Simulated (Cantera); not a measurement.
Charge: 1 mol Si, 1.8 mol HCl, 3.8 mol H₂, equilibrated at 1448 K and 1.00 bar.

Equilibrium computed with Cantera from the NASA thermochemical tables; the gas is ideal and each condensed phase is pure. Candidate condensed phases: Si; 19 gas species. The tables' values for SiCl₃ are old estimates; treat these amounts as uncertain. Rates play no part.

Base state: H₂ 0.817, HCl 0.0981, SiCl₂ 0.0363, SiCl₄ 0.0195, SiHCl₃ 0.0139, SiCl₃ 0.0139, SiH₂Cl₂ 0.00153, SiH₃Cl 4.90e-5 (mole fractions); condensed: Si(s).

**Question.** What changes in the equilibrium state with this change: temperature from 1448 K to 700 K?

**Answer.** 
```
species      before     after
----------  -------  --------
H₂            0.817     0.900
SiCl₄        0.0195    0.0566
SiHCl₃       0.0139    0.0409
HCl          0.0981  0.000255
SiCl₂        0.0363   5.14e-8
SiCl₃        0.0139   2.97e-6
SiH₃Cl      4.90e-5   1.99e-5
SiH₂Cl₂     0.00153   0.00195
Si(s), mol    0.543     0.493
```
